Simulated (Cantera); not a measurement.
Charge: 1 mol Fe3O4, 3.5 mol H2, 0.48 mol N2, equilibrated at 1600 °C and 133 Pa.

These are equilibrium values from Cantera (NASA tables, ideal gas, pure condensed phases), not measurements of a reactor. Candidate condensed phases: Fe, FeO, Fe(OH)2, Fe(OH)3, Fe2O3, Fe3O4, H2O; 27 gas species. The tables' stoichiometric FeO is somewhat more stable than real wüstite, so its field is too wide. FeO: taken at fixed stoichiometry. Kinetics and transport are ignored.

Base state: H2 0.535, H2O 0.287, N2 0.114, Fe 0.0508, H 0.0129, OH 0.000538, FeO 0.000392, Fe(OH)2 6.14e-5 (mole fractions); condensed: FeO(l).

What changes in the equilibrium state with this change: pressure from 133 Pa to 1800 Pa?


```csv
species,before,after
H2,0.535,0.597
H2O,0.287,0.275
N2,0.114,0.120
Fe,0.0508,0.00439
H,0.0129,0.00372
FeO,0.000392,2.91e-5
OH,0.000538,0.000133
Fe(OH)2,6.14e-5,5.88e-5
"FeO(l), mol",2.78,2.90
"Fe(l), mol",0,0.0832
```
Each liquid is taken as pure. Mutual solubility and eutectic melting of coexisting phases are not modelled.
